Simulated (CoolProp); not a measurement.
Model: reference Helmholtz-energy equation of state, Schroeder 2014, in CoolProp.

### Question
For ethanol, give the phase and the Joule-Thomson coefficient (K/MPa), expansivity (1/kK), viscosity (µPa s), conductivity (mW/(m K)) at 306.8 K and 28.7 MPa.

### Answer
- 306.8 K and 28.7 MPa: liquid; Joule-Thomson coefficient -0.360, expansivity 0.941, viscosity 1080, conductivity 176

Viscosity comes from a separate model (Kiselev 2005). Thermal conductivity comes from a separate model (Assael 2013).
